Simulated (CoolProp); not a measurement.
Sulfur hexafluoride at several states: fugacity coefficient from the reference equation and from simpler models built on Tc = 318.7 K, pc = 3755 kPa, ω = 0.210; each cubic takes its own stable root.

Computed with CoolProp (reference Helmholtz-energy equation of state, Guder 2009).

| T (K) | p (kPa) | phase | reference | Redlich-Kwong | Peng-Robinson |
|---|---|---|---|---|---|
| 420.2 | 11300 | supercritical | 0.6959 | 0.6552 | [?] |
| 248.9 | 1250 | liquid | [?] | 0.5456 | 0.4351 |
| 242.3 | 220 | gas | 0.9525 | 0.9571 | 0.9515 |
| 265.2 | 14200 | liquid | [?] | [?] | 0.09557 |
| 515.2 | 287 | gas | 0.9959 | 0.9943 | 0.9949 |
| 550.8 | 3090 | gas | [?] | 0.9544 | [?] |

### Question
Complete the blanks.

### Answer

- 420.2, Peng-Robinson: 0.6707
- 248.9, reference: 0.4339
- 265.2, reference: 0.09931
- 265.2, Redlich-Kwong: 0.1214
- 550.8, reference: 0.9711
- 550.8, Peng-Robinson: 0.9631
